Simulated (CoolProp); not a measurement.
Fluoroethane (R161) along the isotherm 22.05 °C: Z from the reference equation and from simpler models built on Tc = 102.1 °C, pc = 5.010 MPa, ω = 0.216; each cubic takes its own stable root.

Computed with CoolProp (reference Helmholtz-energy equation of state, Wu 2012).

| p (MPa) | phase | reference | van der Waals | Redlich-Kwong | Peng-Robinson |
|---|---|---|---|---|---|
| 0.0158 | gas | 0.9975 | 0.9983 | 0.9979 | 0.9976 |
| 0.0267 | gas | 0.9958 | 0.9972 | 0.9964 | 0.9959 |
| 0.045 | gas | 0.9929 | 0.9953 | 0.9940 | 0.9931 |
| 0.076 | gas | 0.9880 | 0.9920 | 0.9898 | 0.9884 |
| 0.128 | gas | 0.9796 | 0.9865 | 0.9827 | 0.9803 |
| 0.216 | gas | 0.9651 | 0.9770 | 0.9705 | 0.9664 |
| 0.365 | gas | 0.9396 | 0.9605 | 0.9493 | 0.9422 |
| 0.616 | gas | 0.8931 | 0.9314 | 0.9116 | 0.8992 |
| 1.04 | liquid | 0.02837 | 0.8778 | 0.8408 | 0.03005 |
| 1.76 | liquid | 0.04786 | 0.7659 | 0.05972 | 0.05062 |
| 2.96 | liquid | 0.08009 | 0.1408 | 0.09936 | 0.08453 |
| 5 | liquid | 0.1342 | 0.2317 | 0.1651 | 0.1412 |

At some of these states van der Waals, Redlich-Kwong gives the other phase, because its saturation line lies elsewhere.
